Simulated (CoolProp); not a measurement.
Vapour-liquid equilibrium of toluene (1) + n-decane (2) at 3.2 bar; x and y are mole fractions of (1).

Model: multi-fluid Helmholtz-energy mixture model, Lemmon 2006 and Lemmon 2006; pair parameters Bell 2016, in CoolProp.

```
x     bubble temperature (K)  y at the bubble point  dew temperature at overall composition x (K)  liquid density (mol/L)
----  ----------------------  ---------------------  --------------------------------------------  ----------------------
0.05                   493.2                  0.135                                         496.8                   4.019
0.15                   482.5                  0.364                                         492.6                   4.304
0.25                   472.6                  0.538                                         488.1                   4.606
0.35                   463.9                  0.666                                         483.2                   4.927
0.45                   456.5                  0.758                                         477.8                   5.271
0.55                   450.2                  0.827                                         471.9                   5.643
0.65                   444.7                  0.879                                         465.1                   6.051
0.75                   440.0                  0.921                                         457.2                   6.504
0.85                   435.7                  0.956                                         447.8                   7.014
0.95                   431.8                  0.986                                         436.4                   7.594
```

No azeotrope shows between x = 0.05 and 0.95.

Pair parameters are fitted to limited data, so mixtures are less certain than the pure fluids. The gap from Raoult's law changes sign with composition, which may be real or a fault of the pair parameters; it wasn't checked against measurements.
